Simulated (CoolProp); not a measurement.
The fluid at 298.15 K and 0.139 MPa is compressed adiabatically to 0.217 MPa with isentropic efficiency 0.7. The same conditions are run with several fluids, on thermodynamics alone (safety and materials aside).

Computed with CoolProp (reference Helmholtz-energy equation of state of each fluid (chlorine: Thol 2021; hydrogen sulfide: Lemmon 2006; R13: Platzer 1990; R410A: Lemmon 2003; sulfur hexafluoride: Guder 2009)). The equations of Platzer and Polt are older, rougher fits. Blends and air are pseudo-pure fits.

**Question.** Rank chlorine, hydrogen sulfide, R13, R410A, sulfur hexafluoride by work (kJ/kg), highest first.

**Answer.** hydrogen sulfide (48.4), chlorine (23.1), R410A (22.0), R13 (15.3), sulfur hexafluoride (10.8)

```csv
fluid,final temperature (K),final density (kg/m³)
chlorine,346.2,5.44
hydrogen sulfide,346.4,2.59
R13,322.0,8.60
R410A,325.3,5.94
sulfur hexafluoride,314.6,12.4
```
